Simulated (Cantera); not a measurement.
Cantera run, input and output.

```python
import numpy as np
import cantera as ct

gas = ct.Solution("gri30.yaml")


def delay(T, t_max=10):
    gas.TPX = T, 140000, {'C3H8': 1, 'O2': 2.94, 'N2': 11.1}
    reactor = ct.IdealGasReactor(gas, clone=False)
    net = ct.ReactorNet([reactor])
    net.rtol, net.atol = 1e-8, 1e-16
    while net.time < t_max:
        t_old, T_old = net.time, reactor.T
        net.step()
        if reactor.T > T + 400:  # ignition: a rise of 400 K
            return t_old + (T + 400 - T_old) / (reactor.T - T_old) * (net.time - t_old)
    return np.nan


taus = []
for T in [1273, 1348, 1423, 1498, 1573]:
    taus.append(delay(T))
    print(f"T0 = {T:6g} K   tau = {taus[-1]:.4e} s")

# d ln(tau) / d ln(k), from doubling and halving each rate constant
T, sens = 1573, []
for i in range(gas.n_reactions):
    gas.set_multiplier(2.0, i)
    up = delay(T)
    gas.set_multiplier(0.5, i)
    down = delay(T)
    gas.set_multiplier(1.0, i)
    sens.append((np.log(up / down) / np.log(4.0), gas.reaction(i).equation))
sens.sort(key=lambda x: -abs(x[0]))
print(f"sensitivities at {T} K")
for s, eq in sens[:10]:
    print(f"{s:8.3f}  {eq}")
```

It prints:

```
T0 =   1273 K   tau = 1.2595e-03 s
T0 =   1348 K   tau = 3.7473e-04 s
T0 =   1423 K   tau = 1.3765e-04 s
T0 =   1498 K   tau = 6.1004e-05 s
T0 =   1573 K   tau = 3.1670e-05 s
sensitivities at 1573 K
  -0.453  C2H5 + CH3 (+M) <=> C3H8 (+M)
  -0.254  H + O2 <=> O + OH
  -0.228  CH3 + HO2 <=> CH3O + OH
   0.219  C3H8 + H <=> C3H7 + H2
  -0.215  C2H5 + O2 <=> C2H4 + HO2
   0.152  2 CH3 (+M) <=> C2H6 (+M)
  -0.149  CH3O + O2 <=> CH2O + HO2
   0.141  C3H8 + OH <=> C3H7 + H2O
   0.135  CH2O + H (+M) <=> CH3O (+M)
  -0.103  C2H4 + OH <=> C2H3 + H2O
```

Model: GRI-Mech 3.0 (53 species, 325 reactions), integrated in Cantera. GRI-Mech 3.0 was tuned for natural gas; its chemistry of propane as a main component is partial and can be far from experiment.
